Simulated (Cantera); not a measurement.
A perfectly stirred reactor is fed with H₂ : O₂ : N₂ : H₂O = 1 : 0.455 : 1.71 : 0.21 (molar parts), equivalence ratio 1.1, at 4.93 atm; it is adiabatic with a 800 K inlet, and is followed from long to short residence time, starting on the burning branch (τ in s: 0.034, 0.013, 0.005, 0.0019, 0.00074, 0.00029, 0.00011, 4.2e-05, 1.6e-05).

Computed with Cantera and GRI-Mech 3.0 (53 species, 325 reactions). The hydrogen kinetics of GRI-Mech 3.0 are dated; newer H2 mechanisms differ, most at raised pressure.

Task: What does this change do: inlet temperature 800 to 550 K?

Result: 
```json
[
 {"quantity": "blow-out, bracketed by the residence times tried", "before": "burning at 16.0 µs, the shortest tried", "after": "burning at 16.0 µs, the shortest tried"},
 {"quantity": "x(H₂) at τ = 34.0 ms", "before": "0.0384", "after": "0.0340"},
 {"quantity": "x(O₂) at τ = 34.0 ms", "before": "0.00169", "after": "0.000636"},
 {"quantity": "x(H₂O) at τ = 34.0 ms", "before": "0.367", "after": "0.376"},
 {"quantity": "x(H₂O₂) at τ = 34.0 ms", "before": "2.94e-7", "after": "1.39e-7"},
 {"quantity": "x(NO) at τ = 34.0 ms", "before": "0.00199", "after": "0.000846"},
 {"quantity": "x(H₂) at τ = 0.740 ms", "before": "0.0407", "after": "0.0378"},
 {"quantity": "x(O₂) at τ = 0.740 ms", "before": "0.00318", "after": "0.00251"},
 {"quantity": "x(H₂O) at τ = 0.740 ms", "before": "0.362", "after": "0.368"},
 {"quantity": "x(H₂O₂) at τ = 0.740 ms", "before": "4.53e-7", "after": "4.06e-7"},
 {"quantity": "x(NO) at τ = 0.740 ms", "before": "0.000747", "after": "0.000230"}
]
```

Task: What does this change do: O2 0.455 to 0.3 parts?

Result: 
```csv
quantity,before,after
"blow-out, bracketed by the residence times tried","burning at 16.0 µs, the shortest tried","burning at 16.0 µs, the shortest tried"
x(H₂) at τ = 34.0 ms,0.0384,0.137
x(O₂) at τ = 34.0 ms,0.00169,3.07e-5
x(H₂O) at τ = 34.0 ms,0.367,0.277
x(H₂O₂) at τ = 34.0 ms,2.94e-7,6.81e-9
x(NO) at τ = 34.0 ms,0.00199,9.93e-6
x(H₂) at τ = 0.740 ms,0.0407,0.135
x(O₂) at τ = 0.740 ms,0.00318,0.000319
x(H₂O) at τ = 0.740 ms,0.362,0.274
x(H₂O₂) at τ = 0.740 ms,4.53e-7,1.19e-7
x(NO) at τ = 0.740 ms,0.000747,1.10e-5
```
